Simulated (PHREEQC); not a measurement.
Make-up at 66 °C: 58 mmol/kgw Li2SO4, 4.6 mmol/kgw Al2(SO4)3 and 2.1 mmol/kgw Fe2(SO4)3. Closed to the air; pH follows from the charge balance.

Computed with PHREEQC (ion-association model, phreeqc.dat).

Task: The ionic strength comes out as 0.178 mol/kgw. What activity coefficients do SO4-2, Fe3(OH)4+5, Fe2(OH)2+4, FeHSO4+2, Al(OH)2+ get?

Result: SO4-2 0.28, Fe3(OH)4+5 0.00043, Fe2(OH)2+4 0.0070, FeHSO4+2 0.29, Al(OH)2+ 0.74.

No solid was allowed to form. Examples of supersaturated solids here: Hematite (slow to form), Goethite (slow to form). Others may be too. Away from 25 °C the constants follow the database's enthalpies or fits; those with neither stay at their 25 °C values.
